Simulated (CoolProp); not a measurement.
Vapour pressure (bar) of R124: the reference equation beside estimates from Tc = 122.3 °C, pc = 36.24 bar, ω = 0.288. Clausius-Clapeyron is anchored at -83.45 °C with a constant enthalpy of vaporisation of 26.82 kJ/mol.

Model: reference Helmholtz-energy equation of state, de Vries 1995, in CoolProp.

```json
[
 {"T (°C)": "-83.45", "reference": "0.01245", "Clausius-Clapeyron": "0.01245", "Peng-Robinson": "0.01375"},
 {"T (°C)": "-77.95", "reference": "0.02007", "Clausius-Clapeyron": "0.02010", "Peng-Robinson": "0.02182"},
 {"T (°C)": "-72.35", "reference": "0.03160", "Clausius-Clapeyron": "0.03187", "Peng-Robinson": "0.03390"},
 {"T (°C)": "-66.75", "reference": "0.04834", "Clausius-Clapeyron": "0.04928", "Peng-Robinson": "0.05123"},
 {"T (°C)": "-61.25", "reference": "0.07149", "Clausius-Clapeyron": "0.07393", "Peng-Robinson": "0.07500"},
 {"T (°C)": "-55.65", "reference": "0.1039", "Clausius-Clapeyron": "0.1094", "Peng-Robinson": "0.1081"},
 {"T (°C)": "-50.15", "reference": "0.1469", "Clausius-Clapeyron": "0.1577", "Peng-Robinson": "0.1515"},
 {"T (°C)": "-44.55", "reference": "0.2047", "Clausius-Clapeyron": "0.2248", "Peng-Robinson": "0.2097"},
 {"T (°C)": "-38.95", "reference": "0.2798", "Clausius-Clapeyron": "0.3150", "Peng-Robinson": "0.2851"},
 {"T (°C)": "-33.45", "reference": "0.3741", "Clausius-Clapeyron": "0.4320", "Peng-Robinson": "0.3792"}
]
```

Absolute difference from the reference over all 10 rows, mean and median: Clausius-Clapeyron 5.7 and 4.4 %, Peng-Robinson 5.0 and 4.5 %.
